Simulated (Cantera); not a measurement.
A perfectly stirred reactor is fed with NH₃ : H₂ = 1 : 1.2 (molar parts), at 300 Torr; it is held at 2350 K, and followed from long to short residence time.

Model: the gas-phase N/H chemistry of the illustrative SiF4/NH3 mechanism in the Surface Chemkin manual (1991), integrated in Cantera. Walls and surfaces, which speed up NH3 decomposition in real reactors, are not modelled.

Q: What does this change do: pressure from 300 Torr to 39.0 Torr?

A: 
| quantity | before | after |
|---|---|---|
| x(NH₃) at τ = 7.60 s | 0.000187 | 8.51e-5 |
| x(H₂) at τ = 7.60 s | 0.827 | 0.803 |
| x(N₂H₂) at τ = 7.60 s | 1.19e-9 | 2.72e-9 |
| x(N₂H₄) at τ = 7.60 s | 2.77e-12 | <1e-12 |
| x(NH₂) at τ = 7.60 s | 1.29e-5 | 1.48e-5 |
| x(NH₃) at τ = 17.0 ms | 0.0684 | 0.259 |
| x(H₂) at τ = 17.0 ms | 0.795 | 0.671 |
| x(N₂H₂) at τ = 17.0 ms | 1.34e-6 | 6.34e-6 |
| x(N₂H₄) at τ = 17.0 ms | 1.20e-8 | 9.81e-9 |
| x(NH₂) at τ = 17.0 ms | 0.000846 | 0.00212 |
